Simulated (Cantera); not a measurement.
Feed: 1 mol Fe3O4, 2.6 mol CH4, 11 mol H2, held at 2498.15 K.

These are equilibrium values from Cantera (NASA tables, ideal gas, pure condensed phases), not measurements of a reactor. Candidate condensed phases: C, C6H6, C7H8, C8H18, Fe, Fe(CO)5, FeO, Fe(OH)2, Fe(OH)3, Fe2O3, Fe3O4, H2O; 114 gas species. Kinetics and transport are ignored.

At 60.0 mbar, list the 6 most abundant gas species with their mole fractions, and the condensed phases.

H2 0.615, Fe 0.131, CO 0.113, H 0.0798, H2O 0.0576, CO2 0.00170. Condensed: gas only.
